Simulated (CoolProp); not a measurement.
Vapour-liquid equilibrium of dimethyl ether (1) + n-pentane (2) at 298.4 K; x and y are mole fractions of (1).

Model: multi-fluid Helmholtz-energy mixture model, Wu 2011 and Thol 2019; pair parameters Bell 2016, in CoolProp.

### Question
Give the bubble pressure and the first vapour's composition at x = 0.2, 0.65, 0.8. Is there an azeotrope?

### Answer
x = 0.2: 0.1697 MPa, y = 0.675; x = 0.65: 0.4506 MPa, y = 0.937; x = 0.8: 0.5098 MPa, y = 0.960. No azeotrope shows between x = 0.05 and 0.95.

The pair parameters rest on a limited set of measurements; away from them the model extrapolates. The gap from Raoult's law changes sign with composition, which may be real or a fault of the pair parameters; it wasn't checked against measurements.
